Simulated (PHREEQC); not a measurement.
Make-up at 25 °C: 0.21 mol CuCl2 per kg of water. It is in equilibrium with CO2 at log p = 0 (atm). Otherwise closed; pH follows from the charge balance.

Equilibrium calculation in PHREEQC: ion-association model, phreeqc.dat.

This is a speciation only: nothing precipitates in the calculation.

Task: Estimate the pH.

Result: pH 3.24.

Task: In which forms is C present?

Result: CO2 97 %, CuHCO3+ 2.3 % of the C.
